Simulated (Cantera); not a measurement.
**Adiabatic ignition**

An adiabatic, constant-pressure homogeneous reactor starts with 6.39 % CH₄, 0.639 % C₂H₆, 1.60 % C₃H₈, 19.2 % O₂, 72.2 % N₂, at 1675 K and 14.8 atm.

Cantera simulation using GRI-Mech 3.0 (53 species, 325 reactions); the numbers are that mechanism's predictions, not measurements. GRI-Mech 3.0 was tuned for natural gas; its chemistry of propane as a main component is partial and can be far from experiment. The pressure lies above the range GRI-Mech 3.0 was tuned for (to about 10 atm). Above 3000 K some thermodynamic fits are extrapolated.

```json
[
 {"t (s)": "5.00e-6", "T (K)": "1896", "x CH₄": "0.0404", "x C₂H₆": "0.00217", "x C₃H₈": "0.000664", "x NO₂": "4.68e-10", "x NO": "1.50e-8", "x O₂": "0.144"},
 {"t (s)": "1.89e-5", "T (K)": "3054", "x CH₄": "<1e-12", "x C₂H₆": "<1e-12", "x C₃H₈": "<1e-12", "x NO₂": "6.32e-7", "x NO": "0.00168", "x O₂": "0.00646"},
 {"t (s)": "7.17e-5", "T (K)": "3043", "x CH₄": "1.03e-12", "x C₂H₆": "<1e-12", "x C₃H₈": "<1e-12", "x NO₂": "1.96e-6", "x NO": "0.00551", "x O₂": "0.00563"},
 {"t (s)": "0.000271", "T (K)": "3037", "x CH₄": "1.09e-12", "x C₂H₆": "<1e-12", "x C₃H₈": "<1e-12", "x NO₂": "2.51e-6", "x NO": "0.00727", "x O₂": "0.00527"},
 {"t (s)": "0.00103", "T (K)": "3037", "x CH₄": "1.09e-12", "x C₂H₆": "<1e-12", "x C₃H₈": "<1e-12", "x NO₂": "2.51e-6", "x NO": "0.00728", "x O₂": "0.00527"},
 {"t (s)": "0.00389", "T (K)": "3037", "x CH₄": "1.09e-12", "x C₂H₆": "<1e-12", "x C₃H₈": "<1e-12", "x NO₂": "2.51e-6", "x NO": "0.00728", "x O₂": "0.00527"},
 {"t (s)": "0.0147", "T (K)": "3037", "x CH₄": "1.09e-12", "x C₂H₆": "<1e-12", "x C₃H₈": "<1e-12", "x NO₂": "2.51e-6", "x NO": "0.00728", "x O₂": "0.00527"},
 {"t (s)": "0.0558", "T (K)": "3037", "x CH₄": "1.09e-12", "x C₂H₆": "<1e-12", "x C₃H₈": "<1e-12", "x NO₂": "2.51e-6", "x NO": "0.00728", "x O₂": "0.00527"},
 {"t (s)": "0.211", "T (K)": "3037", "x CH₄": "1.09e-12", "x C₂H₆": "<1e-12", "x C₃H₈": "<1e-12", "x NO₂": "2.51e-6", "x NO": "0.00728", "x O₂": "0.00527"},
 {"t (s)": "0.800", "T (K)": "3037", "x CH₄": "1.09e-12", "x C₂H₆": "<1e-12", "x C₃H₈": "<1e-12", "x NO₂": "2.51e-6", "x NO": "0.00728", "x O₂": "0.00527"}
]
```
x: mole fraction; the columns are a selection and need not sum to one.

```
Quantity                                                              Result
---------------------------------  -----------------------------------------
time of steepest temperature rise                                    6.03 µs
temperature at 0.800 s                                                3037 K
equilibrium temperature                                               3037 K
x(CH₄) at 0.800 s                  1.09e-12 (gas-phase equilibrium 1.32e-12)
x(C₂H₆) at 0.800 s                     <1e-12 (gas-phase equilibrium <1e-12)
x(C₃H₈) at 0.800 s                     <1e-12 (gas-phase equilibrium <1e-12)
```
